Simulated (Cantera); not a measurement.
Input: 1 mol Si₂H₆, 0.2 mol Cl₂, 10 mol N₂, equilibrated at 1427 °C and 1130 Torr.

Cantera equilibrium calculation (NASA polynomials, part measured and part estimated; ideal gas, pure solids and liquids). Candidate condensed phases: NH₄Cl, Si, Si₃N₄; 28 gas species. The feed counts by its element totals alone. The tables' values for SiCl₃ are old estimates; treat these amounts as uncertain. Kinetics and transport are ignored.

Base state: N₂ 0.730, H₂ 0.236, HCl 0.0332, SiCl₂ 0.000212, H 5.85e-5, SiCl₃ 1.43e-5 (mole fractions); condensed: Si₃N₄(s).

Q: What changes in the equilibrium state with this change: Si₂H₆ replaced by SiHCl₃?

A: 
```json
[
 {"species": "N₂", "before": "0.730", "after": "0.850"},
 {"species": "HCl", "before": "0.0332", "after": "0.0693"},
 {"species": "SiCl₄", "before": "1.89e-6", "after": "0.0286"},
 {"species": "H₂", "before": "0.236", "after": "0.00795"},
 {"species": "SiCl₃", "before": "1.43e-5", "after": "0.0189"},
 {"species": "SiCl₂", "before": "0.000212", "after": "0.0247"},
 {"species": "SiHCl₃", "before": "2.60e-6", "after": "0.000635"},
 {"species": "Cl", "before": "6.39e-6", "after": "7.27e-5"},
 {"species": "H", "before": "5.85e-5", "after": "1.07e-5"},
 {"species": "Si₃N₄(s), mol", "before": "0.666", "after": "0.0503"}
]
```

Q: What changes in the equilibrium state with this change: Cl₂ from 0.2 to 0.044 mol?

A: 
```tsv
species	before	after
N₂	0.730	0.740
H₂	0.236	0.252
HCl	0.0332	0.00749
SiCl₂	0.000212	1.00e-5
SiCl₃	1.43e-5	1.47e-7
H	5.85e-5	6.04e-5
Si₃N₄(s), mol	0.666	0.667
```

Q: What changes in the equilibrium state with this change: Cl₂ from 0.2 to 0.12 mol?

A: 
```
species          before    after
-------------  --------  -------
N₂                0.730    0.735
H₂                0.236    0.244
HCl              0.0332   0.0202
SiCl₂          0.000212  7.53e-5
SiCl₃           1.43e-5  3.03e-6
H               5.85e-5  5.95e-5
Si₃N₄(s), mol     0.666    0.666
```
